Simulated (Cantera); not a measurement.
Input: 1 mol Si₂Cl₆, 0.49 mol HCl, 91 mol H₂, at 1077 °C.

Equilibrium computed with Cantera from the NASA thermochemical tables; the gas is ideal and each condensed phase is pure. Candidate condensed phases: Si; 19 gas species. The feed counts by its element totals alone. The numbers say what is thermodynamically allowed, not how fast it happens.

**Question.** What share of the Si ends up in condensed phases as a function of P (Pa), at 100, 460, 2100, 9600, 44000, 200000?

**Answer.** 
```csv
P (Pa),Si condensed (%),as
100,61.1,Si(s)
460,60.8,Si(s)
2100,60.0,Si(s)
9600,57.9,Si(s)
44000,52.7,Si(s)
200000,43.0,Si(s)
```
